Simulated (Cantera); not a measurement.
Input (Python, Cantera):

```python
import numpy as np
import cantera as ct

gas = ct.Solution("gri30.yaml")
gas.TPX = 1800, 100000, {'CH4': 1, 'N2': 10}
reactor = ct.IdealGasConstPressureReactor(gas, energy="off", clone=False)
net = ct.ReactorNet([reactor])
net.rtol, net.atol = 1e-08, 1e-18
show = ['CH4', 'C2H', 'HCN', 'C2H6', 'C2H2', 'CH2', 'H']
times = np.geomspace(1e-06, 200, 14)

steps = ct.SolutionArray(gas, extra=["t"])
rows = []
print(f"{'t/s':>10s}{'T/K':>9s}{'P/Pa':>11s}" + "".join(f"{s:>11s}" for s in show))
for t in times:
    while net.time < t:
        t_next = net.step()
        steps.append(gas.state, t=t_next)
    rows.append([np.interp(t, steps.t, y) for y in (steps.T, steps.P, *steps(*show).X.T)])
    print(f"{t:10.3e}{rows[-1][0]:9.1f}{rows[-1][1]:11.4g}" + "".join(f"{x:11.3e}" for x in rows[-1][2:]))
rate = np.gradient(steps.T, steps.t)
print("integrator steps:", len(steps.t))
if steps.T.max() > steps.T[0] + 200:
    print(f"time of steepest temperature rise: {steps.t[rate.argmax()]:.4e} s")
gas.TPX = 1800, 100000, {'CH4': 1, 'N2': 10}
gas.equilibrate("TP")
print(f"equilibrium (TP): T = {gas.T:.1f} K  " + "  ".join(f"{s} {gas[s].X[0]:.3e}" for s in show))
```

It prints:

```
       t/s      T/K       P/Pa        CH4        C2H        HCN       C2H6       C2H2        CH2          H
 1.000e-06   1800.0      1e+05  9.090e-02  7.957e-22  2.284e-15  7.562e-11  2.809e-15  4.991e-11  1.053e-06
 4.351e-06   1800.0      1e+05  9.087e-02  4.600e-18  5.623e-14  8.165e-09  3.392e-12  9.725e-10  1.084e-06
 1.893e-05   1800.0      1e+05  9.075e-02  1.312e-14  1.534e-12  6.393e-07  2.058e-09  1.449e-08  1.141e-06
 8.234e-05   1800.0      1e+05  9.014e-02  2.362e-11  6.715e-11  3.022e-05  9.219e-07  1.921e-07  2.127e-06
 3.582e-04   1800.0      1e+05  8.402e-02  6.628e-09  6.264e-09  3.434e-04  3.231e-04  1.234e-06  1.368e-05
 1.558e-03   1800.0      1e+05  5.393e-02  1.323e-07  1.935e-07  1.672e-04  1.325e-02  1.030e-06  5.335e-05
 6.780e-03   1800.0      1e+05  2.324e-02  2.606e-07  8.563e-07  2.551e-05  3.039e-02  4.421e-07  9.038e-05
 2.950e-02   1800.0      1e+05  6.465e-03  3.369e-07  2.104e-06  2.021e-06  3.851e-02  1.412e-07  1.158e-04
 1.283e-01   1800.0      1e+05  1.533e-03  3.639e-07  3.514e-06  1.221e-07  4.083e-02  3.579e-08  1.250e-04
 5.583e-01   1800.0      1e+05  5.610e-04  3.695e-07  5.212e-06  2.169e-08  4.128e-02  1.331e-08  1.269e-04
 2.429e+00   1800.0      1e+05  5.121e-04  3.698e-07  1.055e-05  1.909e-08  4.130e-02  1.217e-08  1.270e-04
 1.057e+01   1800.0      1e+05  5.118e-04  3.697e-07  3.944e-05  1.908e-08  4.129e-02  1.216e-08  1.270e-04
 4.597e+01   1800.0      1e+05  5.113e-04  3.690e-07  1.904e-04  1.904e-08  4.122e-02  1.215e-08  1.270e-04
 2.000e+02   1800.0      1e+05  5.094e-04  3.662e-07  8.307e-04  1.889e-08  4.090e-02  1.210e-08  1.270e-04
integrator steps: 1638
equilibrium (TP): T = 1800.0 K  CH4 2.740e-04  C2H 1.044e-07  HCN 5.965e-02  C2H6 5.443e-09  C2H2 1.168e-02  CH2 6.488e-09  H 1.273e-04
```

Detailed kinetics in Cantera: GRI-Mech 3.0 (53 species, 325 reactions). GRI-Mech 3.0 stops at C3 and has no aromatics, soot or wall deposition, so with more carbon than oxygen in the feed, carbon stays in small species such as C2H2 where larger ones or solid carbon would form.
